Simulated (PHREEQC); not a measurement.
Dissolve 0.099 mol KHSO4 per kg of water at 25 °C. Closed to the air; pH follows from the charge balance.

The numbers come from PHREEQC with the ion-association model, wateq4f.dat.

Precipitation was switched off in this run.

**Question.** What pH, ionic strength does the model give?

**Answer.** pH 1.45; ionic strength 0.174 mol/kgw.

**Question.** In which forms is K present?

**Answer.** K+ 93 %, KSO4- 7.2 % of the K.
